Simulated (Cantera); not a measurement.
**Equilibrium for carbothermic reduction: TiO2 + CH4 + CO**

Charge: 1 mol TiO2, 0.51 mol CH4, 2.1 mol CO, at 2225 K and 1280 Torr.

Cantera equilibrium calculation (NASA polynomials, part measured and part estimated; ideal gas, pure solids and liquids). Candidate condensed phases: C, C6H6, C7H8, C8H18, H2O, Ti, TiC, TiO, TiO2, Ti2O3, Ti3O5, Ti4O7; 113 gas species. Mutual solubility and eutectic melting of coexisting phases are not modelled. TiC: taken at fixed stoichiometry. Equilibrium is a limit: real reactors are often held back by kinetics, nucleation or transport.

The x(CO) comes out as 0.718. The x(H2) is 0.279 and the x(H) is 0.00263. The x(H2O) is 0.000344 and the x(CO2) comes out as 0.000165. The x(TiO) is 8.82e-6 and the x(C2H2 (acetylene)) is 2.22e-6. The x(CH4) is 1.72e-6 and the n(TiC(s)) is 0.00472 mol. The n(Ti2O3(l)) is 0.498 mol and the gas amount is 3.630 mol. The log10 activity of Ti3O5(l) (absent) comes out as -0.20, the log10 activity of Ti4O7(l) (absent) is -0.82 and the log10 activity of C(graphite) (absent) comes out as -1.28.
